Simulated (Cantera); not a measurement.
Feed: 1 mol Ta2O5, 3.4 mol CH4, 1.2 mol CO, at 1698.15 K and 0.608 Torr.

Equilibrium computed with Cantera from the NASA thermochemical tables; the gas is ideal and each condensed phase is pure. Candidate condensed phases: C, C6H6, C7H8, C8H18, H2O, Ta, TaC, Ta2O5; 113 gas species. Mutual solubility and eutectic melting of coexisting phases are not modelled. TaC: taken at fixed stoichiometry. Condensed phases not in the tables: Ta2C. Rates play no part.

Base state: H2 0.648, CO 0.347, H 0.00410, H2O 0.000438, CO2 6.88e-5 (mole fractions); condensed: TaC(s) + Ta2O5(s).

**Question.** What changes in the equilibrium state with this change: temperature from 1698.15 K to 2523.15 K?

**Answer.** 
```
species          before     after
-------------  --------  --------
H               0.00410     0.440
CO                0.347     0.286
H2                0.648     0.203
TaO             2.18e-7    0.0413
TaO2            1.92e-6    0.0288
O                 <1e-9  0.000194
OH              1.42e-7  0.000136
H2O            0.000438  0.000295
TaC(s), mol       0.973         0
Ta2O5(s), mol     0.514         0
Ta(s), mol            0     0.874
```
Condensed phases not in the tables: Ta2C, N, O or C dissolved in the metal.

**Question.** What changes in the equilibrium state with this change: pressure from 0.608 Torr to 300 Torr?

**Answer.** 
```
species          before     after
-------------  --------  --------
H2                0.648     0.650
CO                0.347     0.347
H2O            0.000438   0.00258
H               0.00410  0.000185
CO2             6.88e-5  0.000404
TaC(s), mol       0.973     0.980
Ta2O5(s), mol     0.514     0.510
```

**Question.** What changes in the equilibrium state with this change: pressure from 0.608 Torr to 6.53 Torr?

**Answer.** 
| species | before | after |
|---|---|---|
| H2 | 0.648 | 0.650 |
| CO | 0.347 | 0.347 |
| H | 0.00410 | 0.00125 |
| H2O | 0.000438 | 0.000866 |
| CO2 | 6.88e-5 | 0.000136 |
| TaC(s), mol | 0.973 | 0.974 |
| Ta2O5(s), mol | 0.514 | 0.513 |
